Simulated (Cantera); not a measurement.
What does this Cantera script print?

```python
import numpy as np
import cantera as ct

gas_names = """
    Br Br2 H HBr H2 Si SiBr SiBr2 SiBr3 SiBr4 SiH SiHBr3 SiH2 SiH2Br2 SiH3 SiH3Br SiH4 Si2 Si3
""".split()
cond_names = """
    Br2(cr) Br2(L) Si(cr) Si(L)
""".split()


# ... load() reads the species with a 1 bar reference pressure and builds the phases ...
atoms = {
    'Si': {'Si': 1},
    'HBr': {'H': 1, 'Br': 1},
    'H2': {'H': 2},
}
top_T = {}  # K; cautious upper limits of use, not melting points


# ... equilibrate(T, P, feed) seeds the gas with the atoms and calls Mixture.equilibrate('TP', solver="vcs", rtol=1e-11, max_steps=5000) ...
results = []
feed = {'Si': 1, 'HBr': 20, 'H2': 0.57}  # mol
P = 1000  # Pa
for T in [1223, 1273, 1323, 1373, 1423, 1473, 1523, 1573, 1623, 1673]:
    mix = equilibrate(T, P, feed)
    results.append((T, P, feed, dict(zip(mix.species_names, mix.species_moles))))

top = {s: max(r[3][s] / sum(r[3][g] for g in gas_names) for r in results) for s in gas_names}
cols = sorted((s for s in top if top[s] > 1e-05), key=lambda s: -top[s])[:9]
seen = [c for c in cond_names if any(r[3].get(c, 0) > 1e-12 for r in results)]
print("log10 of partial pressures in bar; condensed amounts in mol")
print(f"{'T/K':>10s}" + "".join(f"{s[:9]:>10s}" for s in cols + seen))
for T, P, feed, n in results:
    ng = sum(n[g] for g in gas_names)
    print(f"{T:10.4g}" + "".join(f"{np.log10(max(n[s] / ng * P / 1e5, 1e-99)):10.3f}" for s in cols)
          + "".join(f"{n.get(c, 0):10.4g}" for c in seen))
```

Output:

```
log10 of partial pressures in bar; condensed amounts in mol
       T/K       HBr        H2        Br     SiBr4     SiBr2     SiBr3         H       Br2    SiHBr3
      1223    -2.088    -2.885    -4.608    -3.313    -4.922    -5.008    -7.964    -6.606    -5.840
      1273    -2.088    -2.891    -4.348    -3.341    -4.494    -4.754    -7.592    -6.417    -5.758
      1323    -2.088    -2.904    -4.104    -3.396    -4.137    -4.554    -7.252    -6.235    -5.720
      1373    -2.088    -2.923    -3.873    -3.493    -3.860    -4.418    -6.939    -6.059    -5.738
      1423    -2.089    -2.945    -3.659    -3.641    -3.661    -4.350    -6.650    -5.894    -5.814
      1473    -2.093    -2.958    -3.465    -3.843    -3.529    -4.345    -6.377    -5.754    -5.940
      1523    -2.102    -2.956    -3.295    -4.097    -3.447    -4.393    -6.114    -5.647    -6.104
      1573    -2.116    -2.938    -3.150    -4.392    -3.400    -4.483    -5.860    -5.573    -6.292
      1623    -2.134    -2.908    -3.025    -4.712    -3.377    -4.598    -5.614    -5.527    -6.494
      1673    -2.156    -2.872    -2.917    -5.043    -3.367    -4.728    -5.379    -5.503    -6.701
```

Method: chemical equilibrium by Gibbs-energy minimisation in Cantera with the NASA 1993 tables (ideal gas, pure condensed phases). The tables' values for SiBr3, SiBr are old estimates; treat these amounts as uncertain.
